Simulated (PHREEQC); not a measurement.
Make-up at 25 °C: 0.00082 mol Ca(HCO3)2, 0.0073 mol CO2 and 5.6e-05 mol KCl per kg of water. Closed to the air; pH follows from the charge balance.

Model: ion-association model, phreeqc.dat, run in PHREEQC.

This is a speciation only: nothing precipitates in the calculation.

Problem. Estimate the pH.

Solution. pH 5.68.

Problem. In which forms is C present?

Solution. CO2 82 %, HCO3- 18 % of the C.

Species that the database lacks are ignored.
